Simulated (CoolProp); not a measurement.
Nitrous oxide at 283.54 K and 2.34 MPa is compressed adiabatically to 4.95 MPa with isentropic efficiency 0.75. Each further row changes one setting.

The numbers come from the reference Helmholtz-energy equation of state, Lemmon 2006 in CoolProp. It is a short technical equation, of lower accuracy than the large ones.

```
case             work (kJ/kg)  final temperature (K)  final density (kg/m³)
---------------  ------------  ---------------------  ---------------------
as stated                 ___                    ___                    ___
efficiency 1             35.9                    ___                   96.0
efficiency 0.65           ___                    ___                    ___
```

Problem. What belongs in the gaps?

Solution. 
- as stated, work (kJ/kg): 47.9
- as stated, final temperature (K): 349.0
- as stated, final density (kg/m³): 91.0
- efficiency 1, final temperature (K): 339.4
- efficiency 0.65, work (kJ/kg): 55.3
- efficiency 0.65, final temperature (K): 355.0
- efficiency 0.65, final density (kg/m³): 88.3
